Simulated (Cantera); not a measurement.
A freely propagating, adiabatic, planar premixed flame of H₂ : O₂ : N₂ = 1 : 0.312 : 1.17 (molar parts), equivalence ratio 1.6, unburnt at 350 K and 1.10 bar; mixture-averaged transport, grid criteria slope 0.08 and curve 0.16, no radiation.

Computed with Cantera and the H2/O2 subset of GRI-Mech 3.0, which has no nitrogen chemistry. Burning velocities carry a grid error of a few per cent, more on coarse grids.

x: mole fraction of selected species; z is measured from the peak of heat release.

```
z (mm)   T (K)  u (m/s)   x H₂      x O₂     x H₂O       x O      x H     x OH
-------  -----  -------  -----  --------  --------  --------  -------  -------
-0.921     350     3.93  0.403     0.126     <1e-8     <1e-8    <1e-8    <1e-8
-0.614     350     3.93  0.403     0.126     <1e-8     <1e-8    <1e-8    <1e-8
-0.461     350     3.93  0.403     0.126     <1e-8     <1e-8    <1e-8    <1e-8
-0.307     350     3.94  0.403     0.126   2.76e-7     <1e-8    <1e-8    <1e-8
-0.154     369     4.12  0.398     0.127  0.000337   1.81e-6  5.84e-6  1.48e-5
-0.0768    663     7.17  0.361     0.121    0.0214  0.000185  0.00435  0.00114
0         1113     11.7  0.276    0.0905    0.0934   0.00239   0.0317  0.00183
0.0768    1426     14.8  0.186    0.0379     0.193   0.00493   0.0642  0.00454
0.154     1580     16.3  0.147    0.0117     0.243   0.00402   0.0749  0.00601
0.307     1716     17.6  0.140       ___     0.261       ___      ___  0.00695
0.614     1846     18.7  0.146       ___     0.267       ___      ___  0.00712
1.23      1967     19.8  0.153  0.000954     0.272   0.00122   0.0390  0.00649
2.46      2068     20.6  0.159  0.000482     0.277  0.000632   0.0266  0.00523
```

**Question.** Complete the blanks.

**Answer.** 
- 0.307, x O₂: 0.00282
- 0.307, x O: 0.00280
- 0.307, x H: 0.0683
- 0.614, x O₂: 0.00162
- 0.614, x O: 0.00200
- 0.614, x H: 0.0536
